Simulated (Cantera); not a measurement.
Feed: 1 mol BN, 1.7 mol H₂, held at 16.0 mbar.

Equilibrium computed with Cantera from the NASA thermochemical tables; the gas is ideal and each condensed phase is pure. Candidate condensed phases: B, BN; 15 gas species. Mutual solubility and eutectic melting of coexisting phases are not modelled. The tables' values for BH₂ are old estimates; treat these amounts as uncertain. Equilibrium is a limit: real reactors are often held back by kinetics, nucleation or transport.

log p: log10 of the partial pressure in bar; n: condensed amount in mol.

```
T (K)  log p H₂     log p H    log p N₂  log p BH₂  n BN(s)   n B(s)
-----  --------  ----------  ----------  ---------  -------  -------
773       -1.80      -12.94        <-13       <-13     1.00        0
923       -1.80  (withheld)        <-13     -13.72     1.00        0
1073      -1.80       -8.75      -11.32     -11.44     1.00        0
1223      -1.80       -7.42       -9.71      -9.58     1.00        0
1373      -1.80  (withheld)  (withheld)      -8.16    1.000        0
1523      -1.80       -5.53       -7.31      -7.04    1.000        0
1673      -1.80       -4.84       -6.42      -6.13    1.000        0
1823      -1.80       -4.26       -5.19      -5.61    0.999  0.00111
```

Q: Some entries are withheld; supply them.

A: 
- 1373, log p H: -6.38
- 1373, log p N₂: -8.40
- 923, log p H: -10.51
